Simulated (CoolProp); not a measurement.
The fluid at 502.83 K and 1.46 MPa is throttled through a valve to 0.588 MPa with no heat exchange. The same conditions are run with several fluids, on thermodynamics alone (safety and materials aside).

The numbers come from the reference Helmholtz-energy equation of state of each fluid (methanol: de Reuck 1993; carbon dioxide: Span 1996; propane: Lemmon 2009; dimethyl ether: Wu 2011; trans-2-butene: Lemmon 2005) in CoolProp.

```csv
fluid,temperature change (K),final density (kg/m³)
methanol,-12.0,4.75
carbon dioxide,-2.7,6.25
propane,-3.4,6.35
dimethyl ether,-4.2,6.67
trans-2-butene,-5.3,8.23
```
